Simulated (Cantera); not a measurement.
A perfectly stirred reactor is fed with 47.6 % CH4, 52.4 % CO2, at 500000 Pa; it is held at 1650 K, and followed from long to short residence time.

Computed with Cantera and GRI-Mech 3.0 (53 species, 325 reactions).

x: mole fraction; the columns are a selection and need not sum to one.

| τ (s) | x CH4 | x CO2 | x CH2 | x O | x H |
|---|---|---|---|---|---|
| 0.76 | 0.0525 | 0.0681 | 1.26e-8 | 1.07e-11 | 2.12e-5 |
| 0.32 | ___ | ___ | ___ | 1.13e-11 | ___ |
| 0.14 | 0.0829 | 0.129 | 2.69e-8 | 1.17e-11 | 1.67e-5 |
| 0.058 | 0.119 | 0.187 | 3.21e-8 | 1.16e-11 | 1.41e-5 |
| 0.025 | 0.176 | 0.269 | 3.12e-8 | 1.05e-11 | 1.20e-5 |
| 0.010 | 0.259 | 0.372 | 2.78e-8 | 8.09e-12 | 9.79e-6 |
| 0.0044 | 0.334 | 0.444 | 2.83e-8 | 5.78e-12 | 7.50e-6 |
| 0.0019 | ___ | ___ | ___ | 3.81e-12 | ___ |

Problem. What belongs in the gaps?

Solution. 
- 0.32, x CH4: 0.0640
- 0.32, x CO2: 0.0937
- 0.32, x CH2: 1.94e-8
- 0.32, x H: 1.90e-5
- 0.0019, x CH4: 0.394
- 0.0019, x CO2: 0.488
- 0.0019, x CH2: 3.20e-8
- 0.0019, x H: 5.01e-6
